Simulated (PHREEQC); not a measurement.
# Brackish or sea water

Model water analysis in mg/kgw, 20 °C, pH 7.15, pe 12.5: Na 1630; K 203; Ca 271; Mg 150; Cl 2060; S(6) as SO4 2110; Alkalinity as HCO3 0.0251; Zn 1.75; N(5) as NO3 8.7; O(0) (dissolved oxygen) 8.32.

Valence states are taken as typed.

Computed with PHREEQC (ion-association model, phreeqc.dat).

The ionic strength is 0.118 mol/kgw and the specific conductance is 8290 µS/cm. The density is 1.003 g/cm³ and the charge-balance error is -0.1 %.

```tsv
species	molality	activity	log γ
Na+	0.0690	0.0536	-0.109
Cl-	0.0581	0.0439	-0.121
SO4-2	0.0162	0.00574	-0.449
K+	0.00501	0.00378	-0.123
Ca+2	0.00497	0.00187	-0.425
Mg+2	0.00425	0.00167	-0.406
MgSO4	0.00192	0.00197	0.012
NaSO4-	0.00192	0.00149	-0.108
CaSO4	0.00179	0.00184	0.012
O2	0.000260	0.000267	0.012
KSO4-	0.000179	0.000139	-0.108
NO3-	0.000140	0.000104	-0.130
Zn+2	1.70e-5	6.11e-6	-0.445
ZnSO4	7.69e-6	7.90e-6	0.012
```

This is a speciation only: nothing precipitates in the calculation.
